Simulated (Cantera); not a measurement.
Equilibrium for silicon carbide growth: SiH₄ + C₂H₂ + H₂

A closed system holds: 1 mol SiH₄, 0.099 mol C₂H₂, 45 mol H₂, at 0.100 bar.

Cantera equilibrium calculation (NASA polynomials, part measured and part estimated; ideal gas, pure solids and liquids). Candidate condensed phases: C, C₆H₆, C₇H₈, C₈H₁₈, Si, SiC; 87 gas species. Mutual solubility and eutectic melting of coexisting phases are not modelled. Gases not in the tables: Si₂H₆ and higher silanes. Rates play no part.

| T (K) | x H₂ | x H | x Si | x SiH | x SiH₂ | x Si₂C | x Si₂ | x C₂H₂ (acetylene) | n Si(s) | n SiC(s) | n Si(l) |
|---|---|---|---|---|---|---|---|---|---|---|---|
| 1525 | 1.000 | 7.48e-5 | 1.89e-7 | 1.73e-7 | 2.06e-6 | 3.49e-10 | 2.88e-10 | 7.78e-10 | 0.802 | 0.198 | 0 |
| 1575 | 1.000 | 0.000131 | 5.74e-7 | 4.34e-7 | 3.76e-6 | 1.53e-9 | 1.22e-9 | 1.96e-9 | 0.802 | 0.198 | 0 |
| 1625 | 1.000 | 0.000223 | 1.63e-6 | 1.03e-6 | 6.61e-6 | 6.12e-9 | 4.73e-9 | 4.65e-9 | 0.802 | 0.198 | 0 |
| 1675 | 1.000 | 0.000367 | 4.34e-6 | 2.30e-6 | 1.12e-5 | 2.25e-8 | 1.69e-8 | 1.05e-8 | 0.801 | 0.198 | 0 |
| 1725 | 0.999 | 0.000587 | 1.02e-5 | 4.59e-6 | 1.72e-5 | 7.10e-8 | 4.84e-8 | 2.61e-8 | 0 | 0.198 | 0.801 |
| 1775 | 0.999 | 0.000915 | 2.20e-5 | 8.51e-6 | 2.50e-5 | 2.04e-7 | 1.23e-7 | 6.54e-8 | 0 | 0.198 | 0.799 |
| 1825 | 0.999 | 0.00139 | 4.55e-5 | 1.53e-5 | 3.56e-5 | 5.51e-7 | 2.96e-7 | 1.56e-7 | 0 | 0.198 | 0.797 |
| 1875 | 0.998 | 0.00207 | 9.06e-5 | 2.65e-5 | 4.96e-5 | 1.41e-6 | 6.80e-7 | 3.54e-7 | 0 | 0.198 | 0.794 |
| 1925 | 0.997 | 0.00302 | 0.000174 | 4.47e-5 | 6.79e-5 | 3.43e-6 | 1.49e-6 | 7.71e-7 | 0 | 0.198 | 0.788 |
| 1975 | 0.995 | 0.00432 | 0.000323 | 7.34e-5 | 9.15e-5 | 7.96e-6 | 3.15e-6 | 1.61e-6 | 0 | 0.197 | 0.778 |
| 2025 | 0.993 | 0.00607 | 0.000582 | 0.000117 | 0.000121 | 1.77e-5 | 6.40e-6 | 3.24e-6 | 0 | 0.197 | 0.762 |
| 2075 | 0.990 | 0.00838 | 0.00102 | 0.000184 | 0.000159 | 3.79e-5 | 1.26e-5 | 6.30e-6 | 0 | 0.195 | 0.735 |
| 2125 | 0.986 | 0.0114 | 0.00174 | 0.000281 | 0.000204 | 7.80e-5 | 2.39e-5 | 1.19e-5 | 0 | 0.193 | 0.691 |
| 2175 | 0.981 | 0.0153 | 0.00289 | 0.000420 | 0.000260 | 0.000155 | 4.40e-5 | 2.16e-5 | 0 | 0.188 | 0.622 |
x: gas mole fraction; n: condensed amount in mol.

From 1525 K to 1675 K the condensed part is Si(s) + SiC(s). From 1725 K to 2175 K the condensed part is Si(l) + SiC(s). The main Si-bearing gas is SiH₂ at 1525 K and Si at 2175 K.
